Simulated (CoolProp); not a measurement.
R13 along the isobar 3.01 MPa: fugacity coefficient from the reference equation and from simpler models built on Tc = 29.9 °C, pc = 3.973 MPa, ω = 0.175; each cubic takes its own stable root.

Computed with CoolProp (reference Helmholtz-energy equation of state, Platzer 1990). This equation is an older, rougher fit; its heat capacities, sound speeds and derivatives of the liquid may be far off and weren't checked against measurements.

```
T (°C)   phase  reference
------  ------  ---------
-13.65  liquid     0.3909
7.55    liquid     0.5989
28.75      gas     0.7440
49.85      gas     0.7984
71.05      gas     0.8386
92.25      gas     0.8693
113.35     gas     0.8933
134.55     gas     0.9127
155.65     gas     0.9283
176.85     gas     0.9412
```

### Question
How far does each simpler model (van der Waals, Redlich-Kwong, Peng-Robinson) lie from the reference over these 10 states: mean and median of the absolute difference, and the worst?

### Answer
- van der Waals: mean 7.7 %, median 1.9 %, worst +44.1 % at -13.65 °C and 3.01 MPa
- Redlich-Kwong: mean 2.7 %, median 1.4 %, worst +12.1 % at -13.65 °C and 3.01 MPa
- Peng-Robinson: mean 1.8 %, median 1.8 %, worst -2.5 % at 49.85 °C and 3.01 MPa
